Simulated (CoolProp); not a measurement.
Vapour-liquid equilibrium of CHF3 (R23) (1) + R125 (2) at 0.533 MPa; x and y are mole fractions of (1).

The numbers come from the multi-fluid Helmholtz-energy mixture model, Penoncello 2003 and Lemmon 2005; pair parameters Bell 2016 in CoolProp.

| x | bubble temperature, mixture model (°C) | bubble temperature, Raoult's law (°C) | y, mixture model | y, Raoult's law |
|---|---|---|---|---|
| 0.05 | -10.4 | -11.1 | ___ | 0.171 |
| 0.2 | -19.5 | -20.9 | 0.454 | 0.510 |
| 0.35 | -27.1 | -28.3 | ___ | 0.701 |
| 0.5 | -33.4 | -34.1 | 0.790 | 0.820 |
| 0.65 | -38.4 | -38.9 | 0.878 | 0.898 |
| 0.8 | -42.6 | -42.9 | ___ | 0.951 |
| 0.95 | -46.2 | -46.3 | 0.987 | 0.990 |

Fill in the missing entries.


- 0.05, y, mixture model: 0.137
- 0.35, y, mixture model: 0.658
- 0.8, y, mixture model: 0.940

The largest gap from Raoult's law is +1.4 K in bubble temperature, at x = 0.2. No azeotrope shows between x = 0.05 and 0.95.

The pair parameters rest on a limited set of measurements; away from them the model extrapolates.
